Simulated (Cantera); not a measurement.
**Boron, boron nitride and boron oxide: BF₃ + N₂ + H₂**

Charge: 1 mol BF₃, 5.3 mol N₂, 0.21 mol H₂.

These are equilibrium values from Cantera (NASA tables, ideal gas, pure condensed phases), not measurements of a reactor. Candidate condensed phases: B, BN; 31 gas species. N₂ is the only nitrogen source here; it is nearly inert below about 1500 K, so the nitride shown seldom forms there in practice. The tables' values for BF₂ are old estimates. Equilibrium is a limit: real reactors are often held back by kinetics, nucleation or transport.

Question: Map the stable condensed phases over T = 575, 675, 775, 875, 975, 1075, 1175, 1275, 1375, 1475, 1575, 1675 °C and P in Pa = 10, 32, 100, 320, 1000, 3200, 10000, 32000, 100000.

Answer: 
```
T in °C \ P in Pa
             10     32    100    320   1000   3200  10000  32000 100000
   1675       A      A      A      A      A      A      A      A      A
   1575       A      A      A      A      A      A      A      A      B
   1475       A      A      A      A      A      A      B      B      B
   1375       A      A      A      A      A      B      B      B      B
   1275       A      A      A      B      B      B      B      B      B
   1175       A      B      B      B      B      B      B      B      B
   1075       B      B      B      B      B      B      B      B      B
    975       B      B      B      B      B      B      B      B      B
    875       B      B      B      B      B      B      B      B      B
    775       B      B      B      B      B      B      B      B      B
    675       B      B      B      B      B      B      B      B      B
    575       B      B      B      B      B      B      B      B      B
```
A: gas only; B: BN.
